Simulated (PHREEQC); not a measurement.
Dissolve 0.28 mol HF, 8.9e-05 mol NH4F and 0.00097 mol H4SiO4 per kg of water at 25 °C. Closed to the air; pH follows from the charge balance.

Equilibrium calculation in PHREEQC: ion-association model, phreeqc.dat.

This is a speciation only: nothing precipitates in the calculation.

Order these F species by the share of F that they hold, largest first: SiF6-2, HF2-, F-, HF.

HF (88 %), HF2- (6.8 %), F- (3.6 %), SiF6-2 (2.1 %)

The pH is 1.72 and the ionic strength 0.0225 mol/kgw. SiF6-2 is the database's only silicon fluoride.
